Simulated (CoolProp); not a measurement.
n-dodecane at several states: density (kg/m³) from the reference equation and from simpler models built on Tc = 658.1 K, pc = 1.818 MPa, ω = 0.574; each cubic takes its own stable root.

Model: reference Helmholtz-energy equation of state, Lemmon 2004, in CoolProp. It is a short technical equation, of lower accuracy than the large ones.

```tsv
T (K)	p (MPa)	phase	reference	Redlich-Kwong	Peng-Robinson
466.4	0.0545	gas	[?]	[?]	[?]
616	1.1	liquid	[?]	[?]	[?]
435.7	4.89	liquid	649.1	[?]	[?]
```

Question: Complete the blanks.

Answer: 
- 466.4, reference: 2.508
- 466.4, Redlich-Kwong: 2.461
- 466.4, Peng-Robinson: 2.484
- 616, reference: 436.2
- 616, Redlich-Kwong: 54.48
- 616, Peng-Robinson: 378.8
- 435.7, Redlich-Kwong: 506.5
- 435.7, Peng-Robinson: 604.8

At some of these states Redlich-Kwong gives the other phase, because its saturation line lies elsewhere.
